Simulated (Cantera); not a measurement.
Input: 1 mol PbO, 5.2 mol H2, 2.9 mol N2, equilibrated at 850 K and 0.133 bar.

Cantera equilibrium calculation (NASA polynomials, part measured and part estimated; ideal gas, pure solids and liquids). Candidate condensed phases: H2O, Pb, PbO, PbO2, Pb3O4; 27 gas species. Rates play no part.

Base state: H2 0.518, N2 0.358, H2O 0.123, NH3 5.53e-5 (mole fractions); condensed: Pb(l).

Q: What changes in the equilibrium state with this change: temperature from 850 K to 598 K?

A: 
```tsv
species	before	after
H2	0.518	0.517
N2	0.358	0.358
H2O	0.123	0.124
NH3	5.53e-5	0.00128
Pb(l), mol	1.000	0
Pb(s), mol	0	1.00
```
